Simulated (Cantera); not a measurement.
Feed: 1 mol CH3F, 0.071 mol HCl, 2 mol H2, at 43.0 mbar.

Cantera equilibrium calculation (NASA polynomials, part measured and part estimated; ideal gas, pure solids and liquids). Candidate condensed phases: C, C6H6, C7H8, C8H18; 118 gas species. Kinetics and transport are ignored.

x: gas mole fraction; n: condensed amount in mol.

```tsv
T (K)	x H2	x HF	x H	x HCl	x C2H2 (acetylene)	x Cl	n C(graphite)
1473	0.737	0.246	5.24e-5	0.0174	4.79e-6	1.00e-6	1.000
1548	0.737	0.246	0.000127	0.0174	1.16e-5	2.41e-6	1.000
1623	0.737	0.246	…	0.0174	…	…	1.000
1698	0.736	0.246	0.000598	0.0174	5.31e-5	1.10e-5	0.999
1773	0.736	0.245	0.00118	0.0174	0.000103	2.14e-5	0.999
1848	0.735	0.245	0.00219	0.0174	0.000189	3.94e-5	0.998
1923	0.733	0.245	0.00389	0.0173	0.000331	6.92e-5	0.997
1998	0.731	0.245	0.00661	0.0173	0.000554	0.000116	0.995
2073	0.727	0.244	…	0.0172	…	…	0.993
2148	0.721	0.244	0.0171	0.0170	0.00138	0.000294	0.989
2223	0.712	0.242	0.0261	0.0168	0.00207	0.000445	0.983
2298	0.700	0.241	0.0387	0.0164	0.00300	0.000654	0.975
```

Task: Complete the blanks.

Result: 
- 2073, x H: 0.0108
- 2073, x C2H2 (acetylene): 0.000891
- 2073, x Cl: 0.000188
- 1623, x H: 0.000286
- 1623, x C2H2 (acetylene): 2.57e-5
- 1623, x Cl: 5.33e-6
